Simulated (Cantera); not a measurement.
Source: NASA polynomial tables (part measured, part estimated), evaluated in Cantera. Values are per mole of reaction as written; species without (g) are pure solids or liquids, kept so even where they would boil at 1 bar.

H2(g) + 2 TiO(g) ⇌ 2 Ti + 2 OH(g), with ΔH° = -30.1 kJ and ΔS° = -168.6 J/K at 300 K.

**Question.** How far is the shortcut ΔG° ≈ ΔH°(300 K) − T·ΔS°(300 K) from the full temperature-dependent value at 698, 748, 798, 848, 898, 948 K?

**Answer.** 
| T (K) | shortcut (kJ) | full (kJ) | difference (kJ) | difference in log10 K |
|---|---|---|---|---|
| 698 | 87.6 | 84.7 | 2.9 | -0.22 |
| 748 | 96.1 | 92.5 | 3.5 | -0.25 |
| 798 | 104.5 | 100.3 | 4.2 | -0.28 |
| 848 | 112.9 | 107.9 | 5.0 | -0.31 |
| 898 | 121.3 | 115.6 | 5.8 | -0.34 |
| 948 | 129.8 | 123.1 | 6.6 | -0.37 |
The shortcut ignores the heat-capacity change of the reaction.
